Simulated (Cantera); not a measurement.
A Cantera script and what it prints.

```python
import numpy as np
import cantera as ct

gas_names = [...]  # 118 gases of nasa_gas.yaml made of C, Cl, F, H
cond_names = """
    C(gr) C6H6(L) C7H8(L) C8H18(L),n-octa
""".split()


# ... load() reads the species with a 1 bar reference pressure and builds the phases ...
atoms = {
    'CH3F': {'C': 1, 'H': 3, 'F': 1},
    'HCl': {'H': 1, 'CL': 1},
}
top_T = {'C(gr)': 4500}  # K; cautious upper limits of use, not melting points


# ... equilibrate(T, P, feed) seeds the gas with the atoms and calls Mixture.equilibrate('TP', solver="vcs", rtol=1e-11, max_steps=5000) ...
results = []
feed = {'CH3F': 1, 'HCl': 0.86}  # mol
for P in [1, 6.8, 46, 320, 2200, 15000, 100000]:
    for T in [1600, 1700, 1800, 1900, 2000, 2100, 2200, 2300, 2400, 2500, 2600, 2700, 2800]:
        mix = equilibrate(T, P, feed)
        results.append((T, P, feed, dict(zip(mix.species_names, mix.species_moles))))

for T, P, feed, n in results:
    print(f"{T:7g} {P:10.4g}  " + (" + ".join(c for c in cond_names if n.get(c, 0) > 1e-12) or "gas only"))
```

It prints:

```
   1600          1  C(gr)
   1700          1  C(gr)
   1800          1  C(gr)
   1900          1  C(gr)
   2000          1  C(gr)
   2100          1  C(gr)
   2200          1  C(gr)
   2300          1  C(gr)
   2400          1  C(gr)
   2500          1  C(gr)
   2600          1  gas only
   2700          1  gas only
   2800          1  gas only
   1600        6.8  C(gr)
   1700        6.8  C(gr)
   1800        6.8  C(gr)
   1900        6.8  C(gr)
   2000        6.8  C(gr)
   2100        6.8  C(gr)
   2200        6.8  C(gr)
   2300        6.8  C(gr)
   2400        6.8  C(gr)
   2500        6.8  C(gr)
   2600        6.8  C(gr)
   2700        6.8  gas only
   2800        6.8  gas only
   1600         46  C(gr)
   1700         46  C(gr)
   1800         46  C(gr)
   1900         46  C(gr)
   2000         46  C(gr)
   2100         46  C(gr)
   2200         46  C(gr)
   2300         46  C(gr)
   2400         46  C(gr)
   2500         46  C(gr)
   2600         46  C(gr)
   2700         46  C(gr)
   2800         46  gas only
   1600        320  C(gr)
   1700        320  C(gr)
   1800        320  C(gr)
   1900        320  C(gr)
   2000        320  C(gr)
   2100        320  C(gr)
   2200        320  C(gr)
   2300        320  C(gr)
   2400        320  C(gr)
   2500        320  C(gr)
   2600        320  C(gr)
   2700        320  C(gr)
   2800        320  C(gr)
   1600       2200  C(gr)
   1700       2200  C(gr)
   1800       2200  C(gr)
   1900       2200  C(gr)
   2000       2200  C(gr)
   2100       2200  C(gr)
   2200       2200  C(gr)
   2300       2200  C(gr)
   2400       2200  C(gr)
   2500       2200  C(gr)
   2600       2200  C(gr)
   2700       2200  C(gr)
   2800       2200  C(gr)
   1600    1.5e+04  C(gr)
   1700    1.5e+04  C(gr)
   1800    1.5e+04  C(gr)
   1900    1.5e+04  C(gr)
   2000    1.5e+04  C(gr)
   2100    1.5e+04  C(gr)
   2200    1.5e+04  C(gr)
   2300    1.5e+04  C(gr)
   2400    1.5e+04  C(gr)
   2500    1.5e+04  C(gr)
   2600    1.5e+04  C(gr)
   2700    1.5e+04  C(gr)
   2800    1.5e+04  C(gr)
   1600      1e+05  C(gr)
   1700      1e+05  C(gr)
   1800      1e+05  C(gr)
   1900      1e+05  C(gr)
   2000      1e+05  C(gr)
   2100      1e+05  C(gr)
   2200      1e+05  C(gr)
   2300      1e+05  C(gr)
   2400      1e+05  C(gr)
   2500      1e+05  C(gr)
   2600      1e+05  C(gr)
   2700      1e+05  C(gr)
   2800      1e+05  C(gr)
```

Cantera equilibrium calculation (NASA polynomials, part measured and part estimated; ideal gas, pure solids and liquids).
